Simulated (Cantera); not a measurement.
**Thermodynamics of silicon oxide and oxynitride deposition, feed SiH2Cl2 + N2O + N2**

Feed: 1 mol SiH2Cl2, 0.18 mol N2O, 8 mol N2, at 0.133 bar.

Method: chemical equilibrium by Gibbs-energy minimisation in Cantera with the NASA 1993 tables (ideal gas, pure condensed phases). Candidate condensed phases: H2O, NH4Cl, Si, SiO2, Si2N2O, Si3N4; 47 gas species. Mutual solubility and eutectic melting of coexisting phases are not modelled. The tables' values for SiCl3, SiCl, SiN are old estimates; treat these amounts as uncertain. Gases not in the tables: Si2H6 and higher silanes. Rates play no part.

| T (K) | x N2 | x HCl | x H2 | x SiCl2 | x SiCl4 | x SiO | n Si2N2O(s) | n Si3N4(s) | n Si(l) |
|---|---|---|---|---|---|---|---|---|---|
| 873 | 0.813 | 0.115 | 0.0480 | 1.26e-9 | 0.0240 | <1e-12 | 0.180 | 0.137 | 0 |
| 1073 | 0.810 | 0.127 | 0.0415 | 1.65e-6 | 0.0207 | <1e-12 | 0.180 | 0.147 | 0 |
| 1273 | 0.808 | 0.135 | 0.0375 | 0.000214 | 0.0180 | 1.24e-10 | 0.180 | 0.153 | 0 |
| 1473 | 0.806 | 0.134 | 0.0372 | 0.00613 | 0.0119 | 2.11e-7 | 0.180 | 0.140 | 0 |
| 1673 | 0.801 | 0.105 | 0.0490 | 0.0362 | 0.00195 | 5.86e-5 | 0.179 | 0.0691 | 0 |
| 1873 | 0.798 | 0.0620 | 0.0679 | 0.0646 | 9.49e-5 | 0.00474 | 0.132 | 0.00419 | 0 |
| 2073 | 0.788 | 0.0477 | 0.0714 | 0.0702 | 9.90e-6 | 0.0173 | 0 | 0 | 0.0612 |
x: gas mole fraction; n: condensed amount in mol.

From 873 K to 1873 K the condensed part is Si2N2O(s) + Si3N4(s). At 2073 K the condensed part is Si(l). The main Si-bearing gas is SiCl4 at 873 K and SiCl2 at 2073 K. The share of Si in condensed phases is highest at 1273 K (81.8 %) and lowest at 2073 K (6.1 %).
